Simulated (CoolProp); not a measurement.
Values from CoolProp's reference Helmholtz-energy equation of state, Thol 2016.

Problem. Give the vapour pressure (kPa), liquid cp (kJ/(kg K)), vapour Z, surface tension (mN/m) of saturated hexamethyldisiloxane (MM) at 330.1 K.

Solution. 
```
T (K)  p (kPa)  liquid cp (kJ/(kg K))  vapour Z  surface tension (mN/m)
-----  -------  ---------------------  --------  ----------------------
330.1     23.3                   1.99     0.978                    12.6
```

Surface tension comes from a separate correlation (Mulero 2014), older than this fluid's equation and unchecked against measurements.
